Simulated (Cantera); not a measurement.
Input: 1 mol CsOH, 0.029 mol O2, equilibrated at 1173 K and 2.90 mbar.

These are equilibrium values from Cantera (NASA tables, ideal gas, pure condensed phases), not measurements of a reactor. Candidate condensed phases: Cs, CsOH, H2O; 15 gas species. Rates play no part.

Base state: CsOH 0.966, O2 0.0288, Cs 0.00266, H2O 0.00133, Cs2(OH)2 0.000718 (mole fractions); condensed: gas only.

**Question.** What changes in the equilibrium state with this change: temperature from 1173 K to 1150 K?

**Answer.** 
```json
[
 {"species": "CsOH", "before": "0.966", "after": "0.967"},
 {"species": "O2", "before": "0.0288", "after": "0.0287"},
 {"species": "Cs", "before": "0.00266", "after": "0.00200"},
 {"species": "H2O", "before": "0.00133", "after": "0.00100"},
 {"species": "Cs2(OH)2", "before": "0.000718", "after": "0.00103"}
]
```
